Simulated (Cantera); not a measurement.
Charge: 1 mol MgCO₃, 4.2 mol SO₃, 0.24 mol O₂, equilibrated at 34.0 mbar.

Cantera equilibrium calculation (NASA polynomials, part measured and part estimated; ideal gas, pure solids and liquids). Candidate condensed phases: C, Mg, MgCO₃, MgO, MgS, MgSO₄, S; 26 gas species. Equilibrium is a limit: real reactors are often held back by kinetics, nucleation or transport.

x: gas mole fraction; n: condensed amount in mol.

```
T (K)  x SO₂   x O₂    x SO₃  x CO₂  x O  n MgSO₄(s)  n MgO(s)
-----  -----  -----  -------  -----  ---  ----------  --------
875    0.330  0.210    0.271  0.188  ___        1.00         0
925    0.403  0.245    0.172  0.180  ___        1.00         0
975    0.452  0.268    0.105  0.174  ___        1.00         0
1025   0.483  0.282   0.0641  0.171  ___        1.00         0
1075   0.501  0.291   0.0397  0.169  ___        1.00         0
1125   0.511  0.296   0.0252  0.168  ___        1.00         0
1175   0.544  0.304   0.0175  0.134  ___           0      1.00
1225   0.549  0.306   0.0118  0.133  ___           0      1.00
1275   0.551  0.308  0.00820  0.133  ___           0      1.00
1325   0.553  0.308  0.00584  0.133  ___           0      1.00
1375   0.554  0.309  0.00426  0.133  ___           0      1.00
1425   0.555  0.309  0.00318  0.133  ___           0      1.00
```

Problem. What belongs in the gaps?

Solution. 
- 875, x O: 5.11e-12
- 925, x O: 3.59e-11
- 975, x O: 2.03e-10
- 1025, x O: 9.51e-10
- 1075, x O: 3.84e-9
- 1125, x O: 1.36e-8
- 1175, x O: 4.37e-8
- 1225, x O: 1.26e-7
- 1275, x O: 3.36e-7
- 1325, x O: 8.29e-7
- 1375, x O: 1.92e-6
- 1425, x O: 4.19e-6
